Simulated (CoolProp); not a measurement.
Hydrogen sulfide at 293.15 K and 1.07 MPa is throttled through a valve to 0.312 MPa with no heat exchange. Each further row changes one setting.

Values from CoolProp's reference Helmholtz-energy equation of state, Lemmon 2006. It is a short technical equation, of lower accuracy than the large ones.

| case | temperature change (K) | final density (kg/m³) |
|---|---|---|
| as stated | [?] | [?] |
| outlet pressure 0.0936 MPa | [?] | [?] |
| outlet pressure 0.406 MPa | [?] | [?] |

### Question
Complete the blanks.

### Answer

- as stated, temperature change (K): -14.6
- as stated, final density (kg/m³): 4.73
- outlet pressure 0.0936 MPa, temperature change (K): -19.1
- outlet pressure 0.0936 MPa, final density (kg/m³): 1.41
- outlet pressure 0.406 MPa, temperature change (K): -12.7
- outlet pressure 0.406 MPa, final density (kg/m³): 6.17
